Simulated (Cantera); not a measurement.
A closed system holds: 1 mol C, 0.21 mol O2, 0.41 mol H2, 0.19 mol NH3, held at 2698.15 K and 28.0 Pa.

These are equilibrium values from Cantera (NASA tables, ideal gas, pure condensed phases), not measurements of a reactor. Candidate condensed phases: C, C6H6, C7H8, C8H18, H2O; 136 gas species. Equilibrium is a limit: real reactors are often held back by kinetics, nucleation or transport.

Base state: H 0.645, CO 0.220, N2 0.0441, H2 0.0366, C3 0.0307, C 0.00740, CN 0.00594, HCN 0.00450 (mole fractions); condensed: C(graphite).

Task: What changes in the equilibrium state with this change: temperature from 2698.15 K to 2825 K?

Result: 
| species | before | after |
|---|---|---|
| H | 0.645 | 0.628 |
| CO | 0.220 | 0.200 |
| C3 | 0.0307 | 0.0712 |
| H2 | 0.0366 | 0.0138 |
| C | 0.00740 | 0.0239 |
| CN | 0.00594 | 0.0102 |
| N2 | 0.0441 | 0.0385 |
| C2 | 0.00294 | 0.00902 |
| C2H2 (acetylene) | 0.000857 | 0.000301 |
| C4 | 4.00e-5 | 0.000110 |
| C(graphite), mol | 0.346 | 0 |

Task: What changes in the equilibrium state with this change: temperature from 2698.15 K to 1298.15 K?

Result: 
| species | before | after |
|---|---|---|
| H2 | 0.0366 | 0.574 |
| CO | 0.220 | 0.347 |
| N2 | 0.0441 | 0.0785 |
| H | 0.645 | 4.86e-5 |
| C3 | 0.0307 | <1e-9 |
| C | 0.00740 | <1e-9 |
| CN | 0.00594 | <1e-9 |
| C2 | 0.00294 | <1e-9 |
| C(graphite), mol | 0.346 | 0.580 |

Task: What changes in the equilibrium state with this change: temperature from 2698.15 K to 2750 K?

Result: 
```
species             before     after
----------------  --------  --------
H                    0.645     0.632
CO                   0.220     0.208
C3                  0.0307    0.0603
H2                  0.0366    0.0239
C                  0.00740    0.0135
N2                  0.0441    0.0406
C5                0.000203  0.000483
C4                 4.00e-5   9.38e-5
C2                 0.00294   0.00583
N                  2.01e-5   2.89e-5
CN                 0.00594   0.00818
C(graphite), mol     0.346     0.121
```
